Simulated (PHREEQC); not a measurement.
## Cooling-tower water (model solution)

A made-up water analysis in mg/kgw, 25 °C, pH 6.21, pe 9: Na 45.8; K 0.00404; Ca 186; Mg 31.2; Cl 64.5; S(6) as SO4 511; Alkalinity as HCO3 101; Zn 4.54; Si as SiO2 0.117; Cd 1.18; Sr 11.4; B 0.0298; Cu(2) 2.42.

Valence states are taken as typed.

Equilibrium calculation in PHREEQC: ion-association model, wateq4f.dat.

No solid was allowed to form.

Problem. Predict the ionic strength, charge-balance error.

Solution. ionic strength 0.0202 mol/kgw; charge-balance error 1.0 %.

Problem. In which forms is Zn present?

Solution. Zn+2 68 %, ZnSO4 22 %, ZnHCO3+ 8.1 %, ZnCO3 0.8 %, Zn(SO4)2-2 0.7 % of the Zn.

The solution is supersaturated, for example in Malachite, so a real one may precipitate; this is no full list.
